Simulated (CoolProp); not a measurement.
Vapour-liquid equilibrium of methanol (1) + ethanol (2) at 364.4 K; x and y are mole fractions of (1).

Values from CoolProp's multi-fluid Helmholtz-energy mixture model, de Reuck 1993 and Schroeder 2014; pair parameters Bell 2016.

```tsv
x	bubble pressure, mixture model (kPa)	bubble pressure, Raoult's law (kPa)	y, mixture model	y, Raoult's law
0.05	169.9	169.7	___	0.079
0.125	___	177.4	0.184	0.188
0.2	184.8	185.0	___	0.288
0.275	191.9	192.7	___	0.381
0.35	199.0	200.3	0.452	0.466
0.425	206.2	208.0	___	0.545
0.5	213.4	215.6	0.605	0.618
0.575	___	223.3	0.675	0.687
0.65	228.3	230.9	___	0.750
0.725	236.1	238.6	___	0.810
0.8	244.1	246.2	0.863	0.866
0.875	252.4	253.9	0.918	0.919
0.95	260.9	261.5	0.969	0.969
```

### Question
Some entries are withheld; supply them.

### Answer

- 0.05, y, mixture model: 0.078
- 0.125, bubble pressure, mixture model (kPa): 177.5
- 0.2, y, mixture model: 0.280
- 0.275, y, mixture model: 0.369
- 0.425, y, mixture model: 0.531
- 0.575, bubble pressure, mixture model (kPa): 220.8
- 0.65, y, mixture model: 0.742
- 0.725, y, mixture model: 0.805

The largest gap from Raoult's law is -1.1 % in bubble pressure, at x = 0.575. No azeotrope shows between x = 0.05 and 0.95.

The pair parameters rest on a limited set of measurements; away from them the model extrapolates.
